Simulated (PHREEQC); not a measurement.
0.095 g of hydrous ferric oxide (600 m²/g; 0.2 weak and 0.005 strong sites per Fe, Dzombak-Morel constants, diffuse double layer) in 1 kg of water with 0.005 mol/kgw of an inert sodium salt and 6.5e-07 mol/kgw BaCl2, at 25 °C; the pH is set by adding NaOH or the inert anion's acid. Oxygen alone is held at its pressure in air (log pO2 = -0.68). The system is closed to CO2. Precipitation was switched off in this run.

Equilibrium calculation in PHREEQC: ion-association model, wateq4f.dat.

**Question.** Predict Ba sorbed (%), surface charge σ (C/m²) at pH = 5.5, 6.5.

**Answer.** 
```tsv
pH	Ba sorbed (%)	surface charge σ (C/m²)
5.5	0.0	0.060
6.5	0.1	0.023
```

The oxide is taken as insoluble; below pH 4 it would dissolve.
